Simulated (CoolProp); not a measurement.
Carbon dioxide along the isotherm 307.3 K: Z from the reference equation and from simpler models built on Tc = 304.1 K, pc = 7.377 MPa, ω = 0.224; each cubic takes its own stable root.

The numbers come from the reference Helmholtz-energy equation of state, Span 1996 in CoolProp.

```
p (MPa)          phase  reference
-------  -------------  ---------
0.117              gas     0.9947
0.182              gas     0.9918
0.283              gas     0.9872
0.44               gas     0.9800
0.686              gas     0.9685
1.07               gas     0.9503
1.66               gas     0.9214
2.59               gas     0.8730
4.03               gas     0.7891
6.28               gas     0.6170
9.77     supercritical     0.2351
15.2     supercritical     0.3181
23.7     supercritical     0.4553
36.9     supercritical     0.6600
```

Task: How far does each simpler model (Redlich-Kwong, Peng-Robinson) lie from the reference over these 14 states: mean and median of the absolute difference, and the worst?

Result: 
- Redlich-Kwong: mean 3.7 %, median 0.1 %, worst +19.3 % at 307.3 K and 9.77 MPa
- Peng-Robinson: mean 1.8 %, median 0.9 %, worst +9.5 % at 307.3 K and 9.77 MPa
